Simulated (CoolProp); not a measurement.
A single-stage vapour-compression cycle with vinyl chloride: evaporating at 286.15 K (dew point), condensing at 324.15 K (bubble point), superheat 5 K, subcooling 0 K, compressor efficiency 0.7, no pressure losses. Each further row changes one setting.

Model: reference Helmholtz-energy equation of state, Thol 2022, in CoolProp.

| case | cooling COP | pressure ratio | discharge temperature (K) | refrigerating effect (kJ/kg) | volumetric capacity (kJ/m³) |
|---|---|---|---|---|---|
| as stated | 4.59 | 2.95 | 363.9 | 278 | 2060 |
| evaporating temperature 291.15 K | 5.46 | 2.52 | 358.5 | 282 | [?] |
| condensing temperature 319.15 K | [?] | 2.60 | 355.2 | 286 | 2120 |
| subcooling 5 K | 4.72 | 2.95 | 363.9 | 286 | 2120 |
| superheat 15 K | 4.55 | 2.95 | 374.7 | 287 | [?] |
| compressor efficiency 0.6 | 3.93 | 2.95 | [?] | 278 | 2060 |

Some entries are withheld; supply them.


- evaporating temperature 291.15 K, volumetric capacity (kJ/m³): 2430
- condensing temperature 319.15 K, cooling COP: 5.38
- superheat 15 K, volumetric capacity (kJ/m³): 2050
- compressor efficiency 0.6, discharge temperature (K): 373.3
